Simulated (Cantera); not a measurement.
An adiabatic, constant-pressure homogeneous reactor starts with CH₄ : O₂ : N₂ = 1 : 0.63 : 5.01 (molar parts), equivalence ratio 3.2, at 1773 K and 12000 Torr.

Detailed kinetics in Cantera: GRI-Mech 3.0 (53 species, 325 reactions). The pressure lies above the range GRI-Mech 3.0 was tuned for (to about 10 atm).

One state of this run: T (K) = 2125; x CH₄ = 0.00291; x O₂ = 1.61e-9; x C₂H₄ = 9.91e-5; x NO = 1.36e-6; x N₂O = 2.17e-10; x H₂O = 0.0491. x: mole fraction; the columns are a selection and need not sum to one.

### Question
Which value of t (s) does it belong to?
(A) 0.00257
(B) 1.65e-5
(C) 0.00705
(D) 6.00e-6

### Answer
A, 0.00257
